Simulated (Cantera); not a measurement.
SiCl4 + N2 (silicon nitride deposition)

Input: 1 mol SiCl4, 5.1 mol N2, equilibrated at 0.00133 bar.

These are equilibrium values from Cantera (NASA tables, ideal gas, pure condensed phases), not measurements of a reactor. Candidate condensed phases: Si, Si3N4; 13 gas species. The tables' values for SiCl3 are old estimates; treat these amounts as uncertain. Rates play no part.

From 1175 K to 1475 K nothing is condensed. The main Si-bearing gas is SiCl4 throughout.

```
T (K)   x N2  x SiCl4      x Cl   x SiCl3   x SiCl2    x Cl2
-----  -----  -------  --------  --------  --------  -------
1175   0.836    0.164  0.000189  0.000192   2.21e-6  3.65e-6
1225   0.836    0.163  0.000436  0.000431   8.99e-6  6.79e-6
1275   0.835    0.163  0.000942  0.000901   3.25e-5  1.21e-5
1325   0.834    0.162   0.00193   0.00177  0.000105  2.09e-5
1375   0.833    0.160   0.00379   0.00325  0.000304  3.51e-5
1425   0.830    0.156   0.00712   0.00564  0.000800  5.73e-5
1475   0.825    0.151    0.0129   0.00923   0.00192  9.14e-5
```
x: gas mole fraction; nothing condenses.
